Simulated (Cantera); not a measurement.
Input (Python, Cantera):

```python
import numpy as np
import cantera as ct

gas = ct.Solution("h2o2.yaml")
gas.TPX = 1123, 2666, {'H2': 0.34, 'O2': 1}
reactor = ct.IdealGasConstPressureReactor(gas, energy="off", clone=False)
net = ct.ReactorNet([reactor])
net.rtol, net.atol = 1e-08, 1e-18
show = ['H2', 'O2', 'OH', 'H', 'H2O2']
times = np.geomspace(0.0001, 4, 12)

steps = ct.SolutionArray(gas, extra=["t"])
rows = []
print(f"{'t/s':>10s}{'T/K':>9s}{'P/Pa':>11s}" + "".join(f"{s:>11s}" for s in show))
for t in times:
    while net.time < t:
        t_next = net.step()
        steps.append(gas.state, t=t_next)
    rows.append([np.interp(t, steps.t, y) for y in (steps.T, steps.P, *steps(*show).X.T)])
    print(f"{t:10.3e}{rows[-1][0]:9.1f}{rows[-1][1]:11.4g}" + "".join(f"{x:11.3e}" for x in rows[-1][2:]))
rate = np.gradient(steps.T, steps.t)
print("integrator steps:", len(steps.t))
if steps.T.max() > steps.T[0] + 200:
    print(f"time of steepest temperature rise: {steps.t[rate.argmax()]:.4e} s")
gas.TPX = 1123, 2666, {'H2': 0.34, 'O2': 1}
gas.equilibrate("TP")
print(f"equilibrium (TP): T = {gas.T:.1f} K  " + "  ".join(f"{s} {gas[s].X[0]:.3e}" for s in show))
```

Output:

```
       t/s      T/K       P/Pa         H2         O2         OH          H       H2O2
 1.000e-04   1123.0       2666  2.537e-01  7.463e-01  3.776e-09  1.625e-08  7.421e-12
 2.620e-04   1123.0       2666  2.537e-01  7.463e-01  1.572e-07  6.469e-07  5.662e-11
 6.867e-04   1123.0       2666  2.384e-01  7.383e-01  1.700e-03  7.302e-03  6.527e-08
 1.799e-03   1123.0       2666  1.151e-02  6.522e-01  8.183e-03  5.730e-02  8.849e-07
 4.715e-03   1123.0       2666  3.215e-03  6.964e-01  4.171e-03  6.740e-03  1.289e-06
 1.236e-02   1123.0       2666  3.590e-04  7.078e-01  1.291e-03  2.185e-04  8.967e-07
 3.238e-02   1123.0       2666  4.122e-05  7.091e-01  4.478e-04  9.045e-06  3.732e-07
 8.484e-02   1123.0       2666  6.767e-06  7.093e-01  1.918e-04  7.005e-07  1.437e-07
 2.223e-01   1123.0       2666  1.532e-06  7.094e-01  9.528e-05  8.550e-08  5.670e-08
 5.825e-01   1123.0       2666  4.281e-07  7.094e-01  5.168e-05  1.365e-08  2.263e-08
 1.526e+00   1123.0       2666  1.355e-07  7.094e-01  2.952e-05  2.548e-09  9.010e-09
 4.000e+00   1123.0       2666  4.640e-08  7.094e-01  1.743e-05  5.250e-10  3.574e-09
integrator steps: 1859
equilibrium (TP): T = 1123.0 K  H2 4.890e-09  O2 7.094e-01  OH 5.615e-06  H 1.836e-11  H2O2 4.587e-10
```

Model: the H2/O2 subset of GRI-Mech 3.0, which has no nitrogen chemistry, integrated in Cantera. Radical loss at walls, strong at low pressure, is not modelled. The temperature is held fixed by assumption; the heat of reaction is taken as removed at once.
